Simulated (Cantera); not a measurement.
A closed system holds: 1 mol Si, 1 mol NF₃, 51 mol N₂, 1.2 mol F₂, at 3.50e-5 bar.

These are equilibrium values from Cantera (NASA tables, ideal gas, pure condensed phases), not measurements of a reactor. Candidate condensed phases: Si, Si₃N₄; 16 gas species. Kinetics and transport are ignored. All values below are at 1100 °C.

Base state: N₂ 0.955, F 0.0260, SiF₄ 0.0186 (mole fractions); condensed: gas only.

**Question.** What changes in the equilibrium state with this change: NF₃ from 1 to 4.4 mol?

**Answer.** 
```json
[
 {"species": "N₂", "before": "0.955", "after": "0.809"},
 {"species": "F", "before": "0.0260", "after": "0.176"},
 {"species": "SiF₄", "before": "0.0186", "after": "0.0152"}
]
```

**Question.** What changes in the equilibrium state with this change: 0.65 mol H₂O added?

**Answer.** 
```csv
species,before,after
N₂,0.955,0.950
HF,0,0.0240
SiF₄,0.0186,0.0184
F,0.0260,0.00184
O₂,0,0.00593
NO,0,0.000115
```
Further candidate phases: H₂O, SiO₂, Si₂N₂O.
